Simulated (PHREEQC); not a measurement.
Consider water at 25 °C with 170 mmol/kgw Pb(NO3)2. Closed to the air; pH follows from the charge balance.

Model: ion-association model, phreeqc.dat, run in PHREEQC.

### Question
The ionic strength comes out as 0.344 mol/kgw. What activity coefficients do Pb+2, PbNO3+, Pb2OH+3, PbOH+, H+ get?

### Answer
Pb+2 0.29, PbNO3+ 0.73, Pb2OH+3 0.060, PbOH+ 0.73, H+ 0.78.

No solid was allowed to form.
